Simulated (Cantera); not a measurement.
Charge: 1 mol SiCl₄, 2.5 mol H₂, at 1725 °C and 70.5 Torr.

Cantera equilibrium calculation (NASA polynomials, part measured and part estimated; ideal gas, pure solids and liquids). Candidate condensed phases: Si; 19 gas species. The tables' values for SiCl₃, SiCl are old estimates; treat these amounts as uncertain. Rates play no part.

Base state: HCl 0.431, H₂ 0.340, SiCl₂ 0.210, SiCl₃ 0.0110, H 0.00305, Cl 0.00288, SiCl₄ 0.000666, SiCl 0.000494 (mole fractions); condensed: gas only.

Task: What changes in the equilibrium state with this change: 0.97 mol H₂O added?

Result: 
| species | before | after |
|---|---|---|
| HCl | 0.431 | 0.601 |
| H₂ | 0.340 | 0.236 |
| SiO | 0 | 0.146 |
| SiCl₂ | 0.210 | 0.00687 |
| SiCl₃ | 0.0110 | 0.000603 |
| H₂O | 0 | 0.00120 |
| Si | 7.27e-5 | 8.49e-7 |
| SiO₂(l), mol | 0 | 0.0108 |
The tables' values for SiCl₃ are old estimates; treat these amounts as uncertain. The tables hold silica as quartz up to 1696 K and as liquid above; real silica turns to tridymite and cristobalite and melts near 1996 K. Further candidate phases: H₂O, SiO₂.

Task: What changes in the equilibrium state with this change: temperature from 1725 °C to 1577 °C?

Result: 
```
species    before     after
-------  --------  --------
HCl         0.431     0.425
H₂          0.340     0.348
SiCl₂       0.210     0.203
SiCl₃      0.0110    0.0183
Si        7.27e-5   9.32e-6
SiCl     0.000494  0.000133
SiCl₄    0.000666   0.00242
Cl        0.00288  0.000961
```

Task: What changes in the equilibrium state with this change: temperature from 1725 °C to 1802 °C?

Result: 
```csv
species,before,after
HCl,0.431,0.431
H₂,0.340,0.337
SiCl₂,0.210,0.212
SiCl₃,0.0110,0.00860
H,0.00305,0.00504
Si,7.27e-5,0.000189
SiH,8.86e-6,1.93e-5
SiCl₄,0.000666,0.000359
```
